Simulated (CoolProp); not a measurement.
Model: reference Helmholtz-energy equation of state, Beckmüller 2019, in CoolProp.

Task: For n-octane, give the phase and the speed of sound (m/s), isothermal compressibility (1/MPa), expansivity (1/kK) at 512.6 K and 2.86 MPa; 559.1 K and 2.86 MPa.

Result: 
- 512.6 K and 2.86 MPa: liquid; speed of sound 406, isothermal compressibility 0.0154, expansivity 3.05
- 559.1 K and 2.86 MPa: liquid; speed of sound 207, isothermal compressibility 0.0830, expansivity 8.09
